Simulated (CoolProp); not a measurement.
Properties of n-butane along the isobar 12 MPa (Tc = 152.0 °C, pc = 3.796 MPa, ω = 0.201).

Values from CoolProp's reference Helmholtz-energy equation of state, Bücker 2006.

```csv
T (°C),phase,Z,Joule-Thomson coefficient (K/MPa),conductivity (mW/(m K)),Prandtl number
-52.75,liquid,0.5737,-0.5046,146,5.90
-38.05,liquid,0.5489,-0.4836,139,5.26
-23.35,liquid,0.5275,-0.4597,133,4.78
-8.55,liquid,0.5090,-0.4325,126,4.41
6.15,liquid,0.4933,-0.4022,120,4.12
20.85,liquid,0.4798,-0.3683,115,3.90
35.65,liquid,0.4684,-0.3300,109,3.71
50.35,liquid,0.4591,-0.2868,104,3.55
65.05,liquid,0.4516,-0.2374,99.2,3.41
79.85,liquid,0.4460,-0.1797,94.8,3.28
94.55,liquid,0.4422,-0.1124,90.7,3.16
109.25,liquid,0.4404,-0.03217,87.0,3.03
123.95,liquid,0.4407,0.06514,83.7,2.90
138.75,liquid,0.4435,0.1860,80.7,2.77
153.45,supercritical,0.4490,0.3365,78.1,2.62
```

Viscosity comes from a separate model (Vogel 1999). Thermal conductivity comes from a separate model (Perkins 2002).
